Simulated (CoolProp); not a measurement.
Aqueous potassium carbonate as a coolant, 39 % by mass, freezing at -35.1 °C, 1 atm.

Computed with CoolProp (Melinder's fits for secondary coolants).

```tsv
T (°C)	viscosity (mPa s)	Prandtl number	conductivity (W/(m K))	cp (kJ/(kg K))
-30.8	…	169	0.476	2.646
-23.9	20.6	112	0.487	2.657
-17.1	14.7	78.5	0.498	2.669
-10.3	10.8	57.1	0.509	2.680
-3.4	8.28	42.8	0.520	2.692
3.4	6.55	33.3	0.531	2.704
10.3	…	26.6	0.542	2.717
17.1	4.41	21.8	0.553	2.729
23.9	…	18.2	0.563	2.741
30.8	3.20	15.3	0.574	2.753
37.6	2.78	13.1	0.585	2.765
```

### Question
Some entries are withheld; supply them.

### Answer

- -30.8, viscosity (mPa s): 30.4
- 10.3, viscosity (mPa s): 5.30
- 23.9, viscosity (mPa s): 3.73
